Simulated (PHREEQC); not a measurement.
1 kg of water holding 0.0022 mol/kgw Na2B4O7, 0.34 mol/kgw NaCl, 0.28 mol/kgw KCl, 0.41 mol/kgw Na2CO3 and 0.37 mol/kgw Na2SO4 is evaporated at 25 °C; the solids stay in contact with the brine. No CO2 enters from the air. Only these solids could form: Arcanite, Burkeite, Glaserite, Halite, Kalicinite, Mirabilite, Misenite, Nahcolite, Natron, Sylvite, Thenardite, Trona, Borax, Boric_acid,s, KB5O8:4H2O, K2B4O7:4H2O, NaBO2:4H2O, NaB5O8:5H2O, Teepleite.

The series has 16 steps of water left (kg), from 1 to 0.05266.

The numbers come from PHREEQC with the Pitzer model, pitzer.dat.

Q: Which solids form, in which order, and at which step of the series does each first stand?

A: Burkeite from water left = 0.2534 kg (pH 11.29); Glaserite from water left = 0.2534 kg (pH 11.29), last present at water left = 0.06409 kg; Halite from water left = 0.1156 kg (pH 11.30); Trona from water left = 0.1156 kg (pH 11.30); Sylvite from water left = 0.06409 kg (pH 11.85).

Complexes and solids missing from the database can't appear.
